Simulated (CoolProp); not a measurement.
Properties of methanol along the isotherm 346.85 °C (Tc = 240.2 °C, pc = 8.216 MPa, ω = 0.565).

The numbers come from the reference Helmholtz-energy equation of state, de Reuck 1993 in CoolProp.

| p (MPa) | phase | cp (kJ/(kg K)) | viscosity (µPa s) | Prandtl number |
|---|---|---|---|---|
| 0.013 | gas | 2.140 | 20.5 | 0.787 |
| 0.0196 | gas | 2.140 | 20.5 | 0.788 |
| 0.0296 | gas | 2.141 | 20.5 | 0.788 |
| 0.0446 | gas | 2.142 | 20.5 | 0.788 |
| 0.0673 | gas | 2.144 | 20.5 | 0.788 |
| 0.102 | gas | ? | 20.5 | 0.788 |
| 0.153 | gas | 2.151 | 20.5 | 0.788 |
| 0.231 | gas | 2.158 | 20.5 | 0.789 |
| 0.348 | gas | 2.168 | 20.5 | 0.789 |
| 0.526 | gas | ? | 20.4 | 0.791 |
| 0.793 | gas | 2.206 | 20.4 | 0.792 |
| 1.2 | gas | 2.242 | 20.4 | 0.796 |
| 1.81 | gas | 2.300 | 20.4 | 0.801 |
| 2.72 | gas | 2.392 | 20.4 | 0.812 |
| 4.11 | gas | 2.548 | 20.5 | ? |

### Question
What belongs in the gaps?

### Answer

- 0.102, cp (kJ/(kg K)): 2.147
- 0.526, cp (kJ/(kg K)): 2.183
- 4.11, Prandtl number: 0.831

Viscosity comes from a separate model (Xiang 2006). Thermal conductivity comes from a separate model (Sykioti 2013).
